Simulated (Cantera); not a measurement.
Charge: 1 mol Fe3O4, 4.9 mol CO, 1.2 mol CH4, equilibrated at 2525 K and 1500 Pa.

These are equilibrium values from Cantera (NASA tables, ideal gas, pure condensed phases), not measurements of a reactor. Candidate condensed phases: C, C6H6, C7H8, C8H18, Fe, Fe(CO)5, FeO, Fe(OH)2, Fe(OH)3, Fe2O3, Fe3O4, H2O; 114 gas species. Kinetics and transport are ignored.

Base state: CO 0.415, Fe 0.231, H2O 0.0904, CO2 0.0870, H2 0.0688, H 0.0600, OH 0.0168, FeO 0.0162 (mole fractions); condensed: gas only.

Task: What changes in the equilibrium state with this change: CO from 4.9 to 14 mol?

Result: 
| species | before | after |
|---|---|---|
| CO | 0.415 | 0.637 |
| Fe | 0.231 | 0.135 |
| CO2 | 0.0870 | 0.0742 |
| H2O | 0.0904 | 0.0352 |
| FeO | 0.0162 | 0.00529 |
| OH | 0.0168 | 0.00782 |
| H2 | 0.0688 | 0.0481 |
| H | 0.0600 | 0.0502 |
| Fe(OH)2 | 5.62e-5 | 7.12e-6 |
| O2 | 0.00517 | 0.00160 |
| O | 0.00962 | 0.00534 |

Task: What changes in the equilibrium state with this change: temperature from 2525 K to 2250 K?

Result: 
```csv
species,before,after
CO,0.415,0.503
Fe,0.231,0.184
H2,0.0688,0.122
OH,0.0168,0.00241
FeO,0.0162,0.00474
H,0.0600,0.0211
CO2,0.0870,0.0701
H2O,0.0904,0.0922
O2,0.00517,9.21e-5
O,0.00962,0.000289
Fe(OH)2,5.62e-5,9.76e-5
"FeO(l), mol",0,0.990
```
The tables' stoichiometric FeO is somewhat more stable than real wüstite, so its field is too wide. FeO: taken at fixed stoichiometry.

Task: What changes in the equilibrium state with this change: CH4 from 1.2 to 2.9 mol?

Result: 
```json
[
 {"species": "CO", "before": "0.415", "after": "0.430"},
 {"species": "H2", "before": "0.0688", "after": "0.230"},
 {"species": "Fe", "before": "0.231", "after": "0.168"},
 {"species": "CO2", "before": "0.0870", "after": "0.0126"},
 {"species": "FeO", "before": "0.0162", "after": "0.00166"},
 {"species": "OH", "before": "0.0168", "after": "0.00430"},
 {"species": "H2O", "before": "0.0904", "after": "0.0423"},
 {"species": "H", "before": "0.0600", "after": "0.110"},
 {"species": "O2", "before": "0.00517", "after": "0.000101"},
 {"species": "Fe(OH)2", "before": "5.62e-5", "after": "2.69e-6"}
]
```
